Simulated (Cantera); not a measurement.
Charge: 1 mol FeS2, 5.7 mol H2, held at 1475 °C and 0.00133 bar.

Method: chemical equilibrium by Gibbs-energy minimisation in Cantera with the NASA 1993 tables (ideal gas, pure condensed phases). Candidate condensed phases: Fe, FeS, FeS2, S; 8 gas species. The numbers say what is thermodynamically allowed, not how fast it happens.

Base state: H2 0.820, S2 0.132, H2S 0.0141, SH 0.0124, Fe 0.0102, H 0.00568, S 0.00481 (mole fractions); condensed: Fe(δ).

Task: What changes in the equilibrium state with this change: temperature from 1475 °C to 1550 °C?

Result: 
```tsv
species	before	after
H2	0.820	0.798
S2	0.132	0.127
Fe	0.0102	0.0305
H	0.00568	0.0106
H2S	0.0141	0.0104
SH	0.0124	0.0148
S	0.00481	0.00871
Fe(δ), mol	0.931	0
Fe(l), mol	0	0.788
```

Task: What changes in the equilibrium state with this change: temperature from 1475 °C to 1002 °C?

Result: 
| species | before | after |
|---|---|---|
| H2 | 0.820 | 0.873 |
| H2S | 0.0141 | 0.0847 |
| S2 | 0.132 | 0.0412 |
| Fe | 0.0102 | 2.57e-8 |
| SH | 0.0124 | 0.00107 |
| S | 0.00481 | 1.05e-5 |
| H | 0.00568 | 1.89e-5 |
| Fe(δ), mol | 0.931 | 0 |
| FeS(s), mol | 0 | 1.00 |
FeS: taken at fixed stoichiometry. Gases not in the tables: S3 to S7.
